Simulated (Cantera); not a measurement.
Standard-state values (1 bar) from the NASA 1993 polynomials, evaluated with Cantera. Values are per mole of reaction as written; species without (g) are pure solids or liquids, kept so even where they would boil at 1 bar.

4 PH3(g) → 6 H2(g) + P4(g)

```csv
T (K),ΔH° (kJ),ΔS° (J/K),ΔG° (kJ),log10 K
300,___,___,___,___
700,___,___,___,___
900,68.6,288.9,-191.4,11.11
1100,69.8,290.2,-249.4,11.84
1300,___,___,___,___
1500,___,___,___,___
```

Q: Fill in the missing entries.

A: 
- 300, ΔH° (kJ): 37.4
- 300, ΔS° (J/K): 223.5
- 300, ΔG° (kJ): -29.7
- 300, log10 K: 5.16
- 700, ΔH° (kJ): 63.7
- 700, ΔS° (J/K): 282.6
- 700, ΔG° (kJ): -134.2
- 700, log10 K: 10.01
- 1300, ΔH° (kJ): 68.9
- 1300, ΔS° (J/K): 289.4
- 1300, ΔG° (kJ): -307.4
- 1300, log10 K: 12.35
- 1500, ΔH° (kJ): 66.6
- 1500, ΔS° (J/K): 287.8
- 1500, ΔG° (kJ): -365.1
- 1500, log10 K: 12.71
